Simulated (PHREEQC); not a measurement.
A solution holds 0.015 mol KOH and 0.062 mol Na2SO4 per kg of water, at 25 °C. Closed to the air; pH follows from the charge balance.

The numbers come from PHREEQC with the ion-association model, wateq4f.dat.

| quantity | before | after |
|---|---|---|
| pH | 12.03 | 12.33 |
| ionic strength (mol/kgw) | 0.180 | 0.193 |

Problem. Which change was made?
(A) diluted 100-fold with water
(B) Na2SO4 replaced by CuSO4 at the same molality
(C) 0.0094 mol/kgw (CH3)4NCl added
(D) KOH from 0.015 to 0.03 mol/kgw
(E) KOH left out

Solution. D, KOH from 0.015 to 0.03 mol/kgw

This is a speciation only: nothing precipitates in the calculation.
